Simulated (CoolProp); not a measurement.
A single-stage vapour-compression cycle with CH2F2 (R32): evaporating at 273.15 K (dew point), condensing at 318.15 K (bubble point), superheat 10 K, subcooling 8 K, compressor efficiency 0.7, no pressure losses. Each further row changes one setting.

The numbers come from the reference Helmholtz-energy equation of state, Tillner-Roth 1997 in CoolProp.

```
case                              cooling COP  pressure ratio  discharge temperature (K)  refrigerating effect (kJ/kg)  volumetric capacity (kJ/m³)
--------------------------------  -----------  --------------  -------------------------  ----------------------------  ---------------------------
as stated                                   …            3.44                      382.3                           258                         5350
evaporating temperature 278.15 K         3.93            2.94                      374.6                             …                         6280
condensing temperature 313.15 K             …               …                      372.0                           268                         5560
subcooling 13 K                          3.50            3.44                      382.3                           268                         5560
superheat 20 K                           3.32            3.44                      395.0                           269                         5270
compressor efficiency 0.6                2.89            3.44                          …                           258                         5350
```

### Question
Some entries are withheld; supply them.

### Answer

- as stated, cooling COP: 3.37
- evaporating temperature 278.15 K, refrigerating effect (kJ/kg): 259
- condensing temperature 313.15 K, cooling COP: 3.91
- condensing temperature 313.15 K, pressure ratio: 3.05
- compressor efficiency 0.6, discharge temperature (K): 392.8
